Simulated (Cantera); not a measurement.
A closed system holds: 1 mol AlCl₃, 20 mol H₂O, 3.9 mol N₂, held at 0.100 bar.

Equilibrium computed with Cantera from the NASA thermochemical tables; the gas is ideal and each condensed phase is pure. Candidate condensed phases: Al, AlCl₃, AlN, Al₂O₃, H₂O, NH₄Cl; 45 gas species. Gases not in the tables: Al(OH)₃. Equilibrium is a limit: real reactors are often held back by kinetics, nucleation or transport.

x: gas mole fraction; n: condensed amount in mol.

```tsv
T (K)	x H₂O	x N₂	x HCl	x H₂	x Cl	x O₂	n Al₂O₃(s)
1250	0.728	0.154	0.118	3.05e-5	2.79e-5	6.77e-6	0.500
1350	0.728	0.154	0.118	[?]	[?]	[?]	0.500
1450	0.728	0.154	0.118	0.000258	0.000179	7.14e-5	0.500
1550	0.728	0.153	0.118	0.000619	0.000376	0.000180	0.500
1650	0.727	0.153	0.117	0.00134	0.000721	0.000404	0.500
1750	0.725	0.153	0.117	[?]	[?]	[?]	0.500
1850	0.721	0.153	0.116	0.00493	0.00213	0.00154	0.500
1950	0.716	0.152	0.114	0.00856	0.00335	0.00268	0.500
```

Problem. Fill in the missing entries.

Solution. 
- 1750, x H₂: 0.00267
- 1750, x Cl: 0.00128
- 1750, x O₂: 0.000820
- 1350, x H₂: 9.53e-5
- 1350, x Cl: 7.59e-5
- 1350, x O₂: 2.43e-5
